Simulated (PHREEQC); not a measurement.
A solution holds 130 mmol/kgw HNO3, 1 mmol/kgw FeCl3 and 3.7 mmol/kgw MgCl2, at 40 °C. It is in equilibrium with CO2 at log p = 0 (atm). Otherwise closed; pH follows from the charge balance.

Equilibrium calculation in PHREEQC: ion-association model, phreeqc.dat.

No solid was allowed to form.

**Question.** What pH does the model give?

**Answer.** pH 0.98.

**Question.** In which forms is Fe present?

**Answer.** Fe+3 82 %, FeCl+2 13 %, FeOH+2 5.2 % of the Fe.

Examples of supersaturated solids here: Hematite (slow to form), Goethite (slow to form). Others may be too. Species that the database lacks are ignored. Constants without temperature data keep their 25 °C values here.
